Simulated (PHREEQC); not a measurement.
KBr is added in steps, without added water, to 1 kg of water holding 0.17 mol/kgw H2SO4, 0.00071 mol/kgw FeSO4 and 0.0053 mol/kgw Na2SO4, at 25 °C. No oxygen is let in. The system is closed to CO2. Solids allowed: Melanterite. Others were left out.

Base run: PHREEQC, ion-association model, phreeqc.dat. Each further column changes one thing. The table gives pH.

```tsv
KBr added (mol)	base	all activity coefficients set to 1	Debye-Hückel limiting law
0	0.82	0.76	0.92
0.06625	0.81	0.75	0.93
0.1104	0.81	0.74	0.94
0.1767	0.81	0.74	0.96
0.2429	0.80	0.73	0.97
0.2871	0.80	0.72	0.98
0.3533	0.80	0.72	0.99
0.4196	0.79	0.71	1.00
0.4637	0.79	0.71	1.01
0.53	0.79	0.70	1.02
```

The ionic strength passes 0.7 mol/kgw, the rough limit of the ion-association models, in part of: base; all activity coefficients set to 1; Debye-Hückel limiting law.
